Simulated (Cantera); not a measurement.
## Transport properties of process gases

Gas mixture: 100 % H2, at 338 Torr, frozen composition.

Cantera's kinetic-theory transport with the Lennard-Jones parameters of GRI-Mech 3.0, ideal gas; thermal conductivity in the mixture-averaged form.

```tsv
T (K)	ρ (kg/m³)	cp (J/kg/K)	μ (µPa s)	λ (mW/m/K)	Pr	D (cm²/s) O	D (cm²/s) CO2	D (cm²/s) NH3
400	0.0273	14520	10.9	229	0.689	3.97	2.46	3.04
650	0.0168	14520	14.9	315	0.687	8.93	5.63	7.11
900	0.0121	14870	18.4	396	0.691	15.3	9.71	12.4
1150	0.00949	15270	21.5	477	0.689	23.0	14.6	18.7
1400	0.00779	15800	24.4	559	0.690	31.9	20.3	26.0
1650	0.00661	16320	27.2	641	0.692	41.8	26.6	34.1
```
D: mixture-averaged diffusion coefficient of that species in the mixture.
